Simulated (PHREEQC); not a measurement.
A solution holds 0.26 mmol/kgw KHCO3 and 11 mmol/kgw K2HPO4, at 25 °C. Closed to the air; pH follows from the charge balance.

All values are PHREEQC results (ion-association model, wateq4f.dat), not measurements.

Q: The ionic strength comes out as 0.0328 mol/kgw. What activity coefficients do OH-, KHPO4-, PO4-3, HCO3-, HPO4-2 get?

A: OH- 0.84, KHPO4- 0.85, PO4-3 0.23, HCO3- 0.85, HPO4-2 0.52.

This is a speciation only: nothing precipitates in the calculation. H3PO4, which wateq4f.dat lacks, is added to it with the constant of phreeqc.dat.
